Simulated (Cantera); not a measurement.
## Equilibrium for carbothermic reduction: CuO + CH4 + N2

Charge: 1 mol CuO, 3.1 mol CH4, 16 mol N2, held at 1 atm.

Method: chemical equilibrium by Gibbs-energy minimisation in Cantera with the NASA 1993 tables (ideal gas, pure condensed phases). Candidate condensed phases: C, C6H6, C7H8, C8H18, Cu, CuO, Cu(OH)2, Cu2O, H2O; 139 gas species. The numbers say what is thermodynamically allowed, not how fast it happens.

```json
[
 {"T (°C)": "827", "log p N2": "-0.15", "log p H2": "-0.58", "log p CO": "-1.37", "log p Cu": "-9.23", "log p HCN": "-5.02", "log p CH4": "-2.60", "log p H": "-7.88", "n C(graphite)": "2.07", "n Cu(s)": "1.00", "n Cu(l)": "0"},
 {"T (°C)": "927", "log p N2": "-0.16", "log p H2": "-0.57", "log p CO": "-1.36", "log p Cu": "-7.91", "log p HCN": "-4.49", "log p CH4": "-2.94", "log p H": "-6.99", "n C(graphite)": "2.08", "n Cu(s)": "1.00", "n Cu(l)": "0"},
 {"T (°C)": "1027", "log p N2": "-0.16", "log p H2": "-0.57", "log p CO": "-1.36", "log p Cu": "-6.80", "log p HCN": "-4.05", "log p CH4": "-3.24", "log p H": "-6.24", "n C(graphite)": "2.09", "n Cu(s)": "1.000", "n Cu(l)": "0"},
 {"T (°C)": "1127", "log p N2": "-0.16", "log p H2": "-0.57", "log p CO": "-1.36", "log p Cu": "-5.87", "log p HCN": "-3.67", "log p CH4": "-3.50", "log p H": "-5.60", "n C(graphite)": "2.09", "n Cu(s)": "0", "n Cu(l)": "1.000"},
 {"T (°C)": "1227", "log p N2": "-0.16", "log p H2": "-0.57", "log p CO": "-1.36", "log p Cu": "-5.08", "log p HCN": "-3.34", "log p CH4": "-3.73", "log p H": "-5.04", "n C(graphite)": "2.09", "n Cu(s)": "0", "n Cu(l)": "1.000"},
 {"T (°C)": "1327", "log p N2": "-0.16", "log p H2": "-0.57", "log p CO": "-1.36", "log p Cu": "-4.40", "log p HCN": "-3.05", "log p CH4": "-3.92", "log p H": "-4.55", "n C(graphite)": "2.08", "n Cu(s)": "0", "n Cu(l)": "0.999"},
 {"T (°C)": "1427", "log p N2": "-0.16", "log p H2": "-0.57", "log p CO": "-1.36", "log p Cu": "-3.80", "log p HCN": "-2.80", "log p CH4": "-4.10", "log p H": "-4.12", "n C(graphite)": "2.06", "n Cu(s)": "0", "n Cu(l)": "0.996"},
 {"T (°C)": "1527", "log p N2": "-0.16", "log p H2": "-0.57", "log p CO": "-1.36", "log p Cu": "-3.27", "log p HCN": "-2.58", "log p CH4": "-4.25", "log p H": "-3.73", "n C(graphite)": "2.03", "n Cu(s)": "0", "n Cu(l)": "0.988"},
 {"T (°C)": "1627", "log p N2": "-0.16", "log p H2": "-0.57", "log p CO": "-1.36", "log p Cu": "-2.79", "log p HCN": "-2.38", "log p CH4": "-4.39", "log p H": "-3.39", "n C(graphite)": "1.99", "n Cu(s)": "0", "n Cu(l)": "0.963"},
 {"T (°C)": "1727", "log p N2": "-0.16", "log p H2": "-0.58", "log p CO": "-1.36", "log p Cu": "-2.37", "log p HCN": "-2.20", "log p CH4": "-4.52", "log p H": "-3.08", "n C(graphite)": "1.94", "n Cu(s)": "0", "n Cu(l)": "0.900"},
 {"T (°C)": "1827", "log p N2": "-0.16", "log p H2": "-0.58", "log p CO": "-1.36", "log p Cu": "-1.98", "log p HCN": "-2.04", "log p CH4": "-4.65", "log p H": "-2.80", "n C(graphite)": "1.86", "n Cu(s)": "0", "n Cu(l)": "0.756"}
]
```
log p: log10 of the partial pressure in bar; n: condensed amount in mol.

From 827 °C to 1027 °C the condensed part is C(graphite) + Cu(s). From 1127 °C to 1827 °C the condensed part is C(graphite) + Cu(l).
